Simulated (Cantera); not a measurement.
An isothermal plug-flow reactor at 675 K and 1.68 atm (inlet), inlet velocity 0.92 m/s, active area per volume 210 1/m; feed H2 : O2 : N2 : H2O = 0.0021 : 0.21 : 0.79 : 0.069 (molar parts), equivalence ratio 0.0050.

Computed with Cantera and Deutschmann's 1995 Pt surface mechanism with GRI-Mech 3.0 gas chemistry. Catalytic surfaces can have several steady states; this one follows from the mechanism file's or the stated starting coverage. Mass transfer to the wall is taken as infinitely fast.

x: gas mole fraction; θ: surface coverage.

| z (m) | x H2 | x O2 | x H2O | θ free Pt | θ O* | θ OH* |
|---|---|---|---|---|---|---|
| 5.2e-05 | 0.00195 | 0.196 | 0.0644 | 0.0177 | 0.972 | 0.0102 |
| 8.7e-05 | 0.00194 | 0.196 | 0.0644 | 0.0177 | 0.972 | 0.0102 |
| 0.00015 | 0.00192 | 0.196 | 0.0645 | 0.0175 | 0.972 | 0.0101 |
| 0.00024 | 0.00190 | 0.196 | 0.0645 | 0.0173 | 0.973 | 0.0101 |
| 0.0004 | 0.00187 | 0.196 | 0.0645 | 0.0170 | 0.973 | 0.00999 |
| 0.00067 | 0.00181 | 0.196 | 0.0646 | 0.0165 | 0.974 | 0.00985 |
| 0.0011 | 0.00172 | 0.196 | 0.0647 | 0.0157 | 0.975 | 0.00962 |
| 0.0019 | ___ | 0.196 | 0.0648 | 0.0145 | 0.976 | 0.00925 |
| 0.0031 | ___ | 0.196 | 0.0650 | 0.0130 | 0.978 | 0.00877 |
| 0.0052 | ___ | 0.196 | 0.0652 | 0.0110 | 0.981 | 0.00810 |

Problem. What belongs in the gaps?

Solution. 
- 0.0019, x H2: 0.00158
- 0.0031, x H2: 0.00140
- 0.0052, x H2: 0.00117
